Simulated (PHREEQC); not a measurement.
Solution (90 °C): 3.5 mmol/kgw FeCl3. Closed to the air; pH follows from the charge balance.

Computed with PHREEQC (ion-association model, wateq4f.dat).

This is a speciation only: nothing precipitates in the calculation.

### Question
What pH, ionic strength does the model give?

### Answer
pH 2.42; ionic strength 0.0133 mol/kgw.

### Question
In which forms is Fe present?

### Answer
FeOH+2 64 %, Fe(OH)2+ 28 %, Fe+3 2.7 %, Fe2(OH)2+4 2.6 %, FeCl+2 2.4 % of the Fe.

The solution is supersaturated, for example in Hematite (slow to form), Goethite (slow to form), so a real one may precipitate; this is no full list. Away from 25 °C the constants follow the database's enthalpies or fits; those with neither stay at their 25 °C values.
